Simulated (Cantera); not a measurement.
Cantera run, input and output.

```python
import numpy as np
import cantera as ct

gas = ct.Solution("gri30.yaml")
gas.TPX = 398, 13332, {'CH4': 1, 'C2H6': 0.49, 'C3H8': 0.17, 'O2': 2.7, 'N2': 13.2}
flame = ct.FreeFlame(gas, width=0.16)
flame.set_refine_criteria(ratio=3, slope=0.08, curve=0.16)
flame.transport_model = "mixture-averaged"
flame.solve(loglevel=0, auto=True)
z, T = flame.grid, flame.T
thick = (T[-1] - T[0]) / np.gradient(T, z).max()
show = ['CH4', 'C2H6', 'C3H8', 'NO2', 'N2O', 'O']
print(f"laminar burning velocity  {flame.velocity[0] * 100:.3f} cm/s")
print(f"burnt temperature         {T[-1]:.1f} K")
print(f"thermal thickness         {thick * 1e3:.4f} mm")
print(f"grid points               {len(z)}")
z0 = z[flame.heat_release_rate.argmax()]
print(f"{'z/mm':>9s}{'T/K':>9s}{'u/(m/s)':>9s}" + "".join(f"{s:>11s}" for s in show))
rows = []
for k in (-3, -2, -1.5, -1, -0.5, -0.25, 0, 0.25, 0.5, 1, 2, 4, 8):
    zz = z0 + k * thick
    rows.append([k * thick, np.interp(zz, z, T), np.interp(zz, z, flame.velocity),
                 *(np.interp(zz, z, flame.X[gas.species_index(s)]) for s in show)])
    print(f"{rows[-1][0] * 1e3:9.3f}{rows[-1][1]:9.1f}{rows[-1][2]:9.3f}" + "".join(f"{x:11.3e}" for x in rows[-1][3:]))
```

Output:

```
laminar burning velocity  14.485 cm/s
burnt temperature         1687.8 K
thermal thickness         9.1447 mm
grid points               122
     z/mm      T/K  u/(m/s)        CH4       C2H6       C3H8        NO2        N2O          O
  -27.434    399.2    0.146  5.656e-02  2.775e-02  9.632e-03  1.579e-10  1.760e-13  1.942e-19
  -18.289    404.5    0.149  5.596e-02  2.755e-02  9.569e-03  1.052e-09  1.289e-12  1.245e-17
  -13.717    423.9    0.158  5.488e-02  2.722e-02  9.482e-03  5.479e-09  7.808e-12  3.554e-15
   -9.145    522.2    0.197  5.110e-02  2.581e-02  9.156e-03  3.682e-08  6.973e-11  1.437e-11
   -4.572    879.0    0.344  3.863e-02  1.752e-02  6.425e-03  8.120e-08  5.411e-10  1.038e-07
   -2.286   1181.3    0.472  2.732e-02  7.857e-03  2.374e-03  1.681e-08  1.202e-09  3.041e-06
    0.000   1466.0    0.597  1.365e-02  8.873e-04  6.048e-05  6.615e-10  1.773e-09  2.286e-05
    2.286   1604.0    0.656  5.396e-03  6.967e-05  1.314e-07  4.981e-11  1.168e-09  1.800e-05
    4.572   1650.3    0.676  2.943e-03  1.618e-05  9.913e-09  1.031e-11  5.817e-10  6.344e-06
    9.145   1674.3    0.685  1.893e-03  3.535e-06  8.790e-10  2.006e-12  2.238e-10  8.088e-07
   18.289   1683.4    0.688  1.609e-03  8.632e-07  8.201e-11  6.539e-13  1.149e-10  7.349e-08
   36.579   1686.5    0.689  1.586e-03  2.744e-07  1.140e-11  4.424e-13  7.291e-11  1.289e-08
   73.158   1687.6    0.690  1.609e-03  1.533e-07  4.225e-12  3.905e-13  5.969e-11  5.859e-09
```

Model: GRI-Mech 3.0 (53 species, 325 reactions), integrated in Cantera. Burning velocities carry a grid error of a few per cent, more on coarse grids.
